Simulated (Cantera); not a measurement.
Charge: 1 mol Al, 1.8 mol HCl, 30 mol H2, at 4.80 Pa.

Method: chemical equilibrium by Gibbs-energy minimisation in Cantera with the NASA 1993 tables (ideal gas, pure condensed phases). Candidate condensed phases: Al, AlCl3; 12 gas species. Equilibrium is a limit: real reactors are often held back by kinetics, nucleation or transport.

Task: Which condensed phases are stable at each of these points (T (°C)): 202, 302, 402, 502, 602, 702, 802, 902, 1002, 1102?

Result: 
| T (°C) | condensed phases | Al condensed (%) |
|---|---|---|
| 202 | Al(s) | 40.0 |
| 302 | Al(s) | 40.0 |
| 402 | Al(s) | 39.2 |
| 502 | Al(s) | 21.4 |
| 602 | gas only | 0.0 |
| 702 | gas only | 0.0 |
| 802 | gas only | 0.0 |
| 902 | gas only | 0.0 |
| 1002 | gas only | 0.0 |
| 1102 | gas only | 0.0 |

From 202 °C to 502 °C the condensed part is Al(s). From 602 °C to 1102 °C nothing is condensed.
